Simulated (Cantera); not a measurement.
A Cantera script and its output.

```python
import numpy as np
import cantera as ct

gas = ct.Solution("gri30.yaml")
gas.TPX = 1800, 840000, {'H2': 1, 'O2': 1.09, 'N2': 4.09}
reactor = ct.IdealGasConstPressureReactor(gas, energy="on", clone=False)
net = ct.ReactorNet([reactor])
net.rtol, net.atol = 1e-08, 1e-16
show = ['H2', 'O2', 'N2O', 'NO', 'NO2', 'H2O', 'O']
times = np.geomspace(5e-06, 3, 10)

steps = ct.SolutionArray(gas, extra=["t"])
rows = []
print(f"{'t/s':>10s}{'T/K':>9s}{'P/Pa':>11s}" + "".join(f"{s:>11s}" for s in show))
for t in times:
    while net.time < t:
        t_next = net.step()
        steps.append(gas.state, t=t_next)
    rows.append([np.interp(t, steps.t, y) for y in (steps.T, steps.P, *steps(*show).X.T)])
    print(f"{t:10.3e}{rows[-1][0]:9.1f}{rows[-1][1]:11.4g}" + "".join(f"{x:11.3e}" for x in rows[-1][2:]))
rate = np.gradient(steps.T, steps.t)
print("integrator steps:", len(steps.t))
if steps.T.max() > steps.T[0] + 200:
    print(f"time of steepest temperature rise: {steps.t[rate.argmax()]:.4e} s")
gas.TPX = 1800, 840000, {'H2': 1, 'O2': 1.09, 'N2': 4.09}
gas.equilibrate("HP")
print(f"equilibrium (HP): T = {gas.T:.1f} K  " + "  ".join(f"{s} {gas[s].X[0]:.3e}" for s in show))
```

Result:

```
       t/s      T/K       P/Pa         H2         O2        N2O         NO        NO2        H2O          O
 5.000e-06   2722.0    8.4e+05  4.932e-03  9.627e-02  2.634e-06  2.414e-04  3.683e-07  1.565e-01  7.430e-03
 2.193e-05   2767.0    8.4e+05  3.429e-03  9.714e-02  2.953e-06  8.813e-04  1.198e-06  1.606e-01  5.153e-03
 9.616e-05   2763.2    8.4e+05  3.402e-03  9.596e-02  2.947e-06  3.452e-03  4.685e-06  1.608e-01  5.044e-03
 4.217e-04   2751.1    8.4e+05  3.318e-03  9.221e-02  2.997e-06  1.159e-02  1.558e-05  1.614e-01  4.706e-03
 1.849e-03   2738.2    8.4e+05  3.230e-03  8.826e-02  3.148e-06  2.015e-02  2.680e-05  1.620e-01  4.366e-03
 8.111e-03   2737.4    8.4e+05  3.225e-03  8.803e-02  3.159e-06  2.065e-02  2.745e-05  1.620e-01  4.347e-03
 3.557e-02   2737.4    8.4e+05  3.225e-03  8.803e-02  3.159e-06  2.065e-02  2.745e-05  1.620e-01  4.347e-03
 1.560e-01   2737.4    8.4e+05  3.225e-03  8.803e-02  3.159e-06  2.065e-02  2.745e-05  1.620e-01  4.347e-03
 6.841e-01   2737.4    8.4e+05  3.225e-03  8.803e-02  3.159e-06  2.065e-02  2.745e-05  1.620e-01  4.347e-03
 3.000e+00   2737.4    8.4e+05  3.225e-03  8.803e-02  3.159e-06  2.065e-02  2.745e-05  1.620e-01  4.347e-03
integrator steps: 1173
time of steepest temperature rise: 8.0202e-07 s
equilibrium (HP): T = 2737.4 K  H2 3.225e-03  O2 8.803e-02  N2O 3.159e-06  NO 2.065e-02  NO2 2.745e-05  H2O 1.620e-01  O 4.347e-03
```

Computed with Cantera and GRI-Mech 3.0 (53 species, 325 reactions). The hydrogen kinetics of GRI-Mech 3.0 are dated; newer H2 mechanisms differ, most at raised pressure.
